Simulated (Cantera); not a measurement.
Feed: 1 mol Si, 5.3 mol CO2, 3.4 mol H2, at 0.100 bar.

Equilibrium computed with Cantera from the NASA thermochemical tables; the gas is ideal and each condensed phase is pure. Candidate condensed phases: C, C6H6, C7H8, C8H18, H2O, Si, SiC, SiO2; 123 gas species. The tables hold silica as quartz up to 1696 K and as liquid above; real silica turns to tridymite and cristobalite and melts near 1996 K. Gases not in the tables: Si(OH)4. Equilibrium is a limit: real reactors are often held back by kinetics, nucleation or transport.

Problem. Which condensed phases are stable at each of these points (T (K)): 923, 1023, 1123, 1223, 1323, 1423, 1523, 1623, 1723, 1823, 1923, 2023?

Solution. 
```tsv
T (K)	condensed phases	Si condensed (%)
923	SiO2(β-quartz)	100.0
1023	SiO2(β-quartz)	100.0
1123	SiO2(β-quartz)	100.0
1223	SiO2(β-quartz)	100.0
1323	SiO2(β-quartz)	100.0
1423	SiO2(β-quartz)	100.0
1523	SiO2(β-quartz)	100.0
1623	SiO2(β-quartz)	100.0
1723	SiO2(condensed)	100.0
1823	SiO2(condensed)	100.0
1923	SiO2(condensed)	99.9
2023	SiO2(l)	99.4
```

From 923 K to 1623 K the condensed part is SiO2(β-quartz). From 1723 K to 1923 K the condensed part is SiO2(condensed). At 2023 K the condensed part is SiO2(l).
